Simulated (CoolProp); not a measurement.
Vapour pressure (bar) of acetone: the reference equation beside estimates from Tc = 508.1 K, pc = 46.92 bar, ω = 0.307.

Values from CoolProp's reference Helmholtz-energy equation of state, Lemmon 2006. It is a short technical equation, of lower accuracy than the large ones.

| T (K) | reference | van der Waals | Soave-Redlich-Kwong |
|---|---|---|---|
| 262.9 | 0.05268 | 1.638 | 0.04845 |
| 278.9 | 0.1252 | 2.391 | 0.1174 |
| 294.9 | 0.2666 | 3.356 | 0.2544 |
| 310.9 | 0.5186 | 4.561 | 0.5021 |
| 326.8 | 0.9320 | 6.020 | 0.9135 |
| 342.8 | 1.578 | 7.773 | 1.563 |
| 358.8 | 2.532 | 9.835 | 2.531 |
| 374.7 | 3.874 | 12.21 | 3.899 |
| 390.7 | 5.716 | 14.94 | 5.788 |

Absolute difference from the reference over all 9 rows, mean and median: van der Waals 929.0 and 545.9 %, Soave-Redlich-Kwong 3.0 and 2.0 %.
